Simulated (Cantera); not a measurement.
Feed: 1 mol AlN, 21 mol HCl, 0.59 mol H₂O, equilibrated at 56.0 Pa.

Cantera equilibrium calculation (NASA polynomials, part measured and part estimated; ideal gas, pure solids and liquids). Candidate condensed phases: Al, AlCl₃, AlN, Al₂O₃, H₂O, NH₄Cl; 45 gas species. The tables' values for AlCl₂ are old estimates; treat these amounts as uncertain. Condensed phases not in the tables: AlOCl. Rates play no part.

x: gas mole fraction; n: condensed amount in mol.

| T (K) | x HCl | x H₂ | x Cl | x AlCl₃ | x N₂ | x AlCl | x H | n Al₂O₃(s) |
|---|---|---|---|---|---|---|---|---|
| 825 | 0.880 | 0.0688 | 1.15e-9 | 0.0278 | 0.0229 | <1e-12 | (withheld) | 0.197 |
| 975 | 0.880 | 0.0688 | 1.53e-7 | 0.0278 | 0.0229 | 7.31e-11 | (withheld) | 0.197 |
| 1125 | 0.880 | 0.0689 | 5.59e-6 | 0.0278 | 0.0229 | 1.95e-8 | (withheld) | 0.197 |
| 1275 | 0.880 | 0.0689 | 8.87e-5 | 0.0278 | 0.0229 | 1.37e-6 | (withheld) | 0.196 |
| 1425 | 0.879 | 0.0690 | 0.000790 | 0.0275 | 0.0229 | 3.84e-5 | (withheld) | 0.196 |
| 1575 | 0.875 | 0.0694 | 0.00463 | 0.0258 | 0.0229 | 0.000541 | (withheld) | 0.195 |
| 1725 | 0.857 | 0.0703 | 0.0196 | 0.0192 | 0.0226 | 0.00391 | (withheld) | 0.193 |
| 1875 | 0.805 | 0.0762 | 0.0611 | 0.00799 | 0.0218 | 0.0128 | (withheld) | 0.185 |

Problem. Complete the blanks.

Solution. 
- 825, x H: 8.80e-11
- 975, x H: 1.27e-8
- 1125, x H: 4.93e-7
- 1275, x H: 8.17e-6
- 1425, x H: 7.57e-5
- 1575, x H: 0.000463
- 1725, x H: 0.00208
- 1875, x H: 0.00765
